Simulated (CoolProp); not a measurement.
Decamethyltetrasiloxane (MD2M) along the isotherm 169.45 °C: density (kg/m³) from the reference equation and from simpler models built on Tc = 326.2 °C, pc = 1.144 MPa, ω = 0.635; each cubic takes its own stable root.

Values from CoolProp's reference Helmholtz-energy equation of state, Thol 2017.

```
p (MPa)   phase  reference  van der Waals  Redlich-Kwong  Soave-Redlich-Kwong  Peng-Robinson
-------  ------  ---------  -------------  -------------  -------------------  -------------
0.26     liquid      698.4          26.18          566.7                626.2          707.8
0.52     liquid      699.5          397.3          570.7                628.2          709.7
0.78     liquid      700.7          401.9          574.5                630.1          711.6
1.04     liquid      701.8          406.1          578.2                632.0          713.4
1.3      liquid      702.9          409.9          581.6                633.8          715.1
1.56     liquid      704.0          413.4          584.9                635.5          716.8
1.82     liquid      705.1          416.6          588.1                637.2          718.5
2.08     liquid      706.1          419.6          591.1                638.9          720.1
2.34     liquid      707.1          422.4          594.0                640.5          721.7
2.6      liquid      708.2          425.1          596.8                642.1          723.3
2.86     liquid      709.2          427.5          599.4                643.6          724.8
```

At some of these states van der Waals gives the other phase, because its saturation line lies elsewhere.
